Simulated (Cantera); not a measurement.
Charge: 1 mol MgO, 0.68 mol N₂, 0.0027 mol H₂O, held at 0.0133 bar.

Method: chemical equilibrium by Gibbs-energy minimisation in Cantera with the NASA 1993 tables (ideal gas, pure condensed phases). Candidate condensed phases: H₂O, Mg, MgO, Mg(OH)₂; 31 gas species. The numbers say what is thermodynamically allowed, not how fast it happens.

Problem. Which condensed phases are stable at each of these points (T (K)): 2523, 2573, 2623, 2673, 2723, 2773, 2823, 2873, 2923?

Solution. 
```csv
T (K),condensed phases,Mg condensed (%)
2523,MgO(s),89.6
2573,MgO(s),81.2
2623,MgO(s),62.2
2673,gas only,0.0
2723,gas only,0.0
2773,gas only,0.0
2823,gas only,0.0
2873,gas only,0.0
2923,gas only,0.0
```

From 2523 K to 2623 K the condensed part is MgO(s). From 2673 K to 2923 K nothing is condensed.
